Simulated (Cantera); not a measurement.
Input: 1 mol Si₃N₄, 0.33 mol C, a varied amount of N₂, at 2425 °C and 4300 Pa.

Method: chemical equilibrium by Gibbs-energy minimisation in Cantera with the NASA 1993 tables (ideal gas, pure condensed phases). Candidate condensed phases: C, Si, SiC, Si₃N₄; 20 gas species. Rates play no part.

**Question.** Which condensed phases are stable at each of these points (n(N₂) (mol)): 0.081, 0.11, 0.15, 0.21, 0.29, 0.4, 0.55, 0.75, 1, 1.4, 2, 2.7?

**Answer.** 
```json
[
 {"n(N₂) (mol)": "0.081", "condensed phases": "Si(l)", "Si condensed (%)": "11.4"},
 {"n(N₂) (mol)": "0.11", "condensed phases": "Si(l)", "Si condensed (%)": "10.5"},
 {"n(N₂) (mol)": "0.15", "condensed phases": "Si(l)", "Si condensed (%)": "9.2"},
 {"n(N₂) (mol)": "0.21", "condensed phases": "Si(l)", "Si condensed (%)": "7.4"},
 {"n(N₂) (mol)": "0.29", "condensed phases": "Si(l)", "Si condensed (%)": "4.9"},
 {"n(N₂) (mol)": "0.4", "condensed phases": "Si(l)", "Si condensed (%)": "1.5"},
 {"n(N₂) (mol)": "0.55", "condensed phases": "gas only", "Si condensed (%)": "0.0"},
 {"n(N₂) (mol)": "0.75", "condensed phases": "gas only", "Si condensed (%)": "0.0"},
 {"n(N₂) (mol)": "1", "condensed phases": "gas only", "Si condensed (%)": "0.0"},
 {"n(N₂) (mol)": "1.4", "condensed phases": "gas only", "Si condensed (%)": "0.0"},
 {"n(N₂) (mol)": "2", "condensed phases": "gas only", "Si condensed (%)": "0.0"},
 {"n(N₂) (mol)": "2.7", "condensed phases": "gas only", "Si condensed (%)": "0.0"}
]
```

From 0.081 mol N₂ to 0.4 mol N₂ the condensed part is Si(l). From 0.55 mol N₂ to 2.7 mol N₂ nothing is condensed.
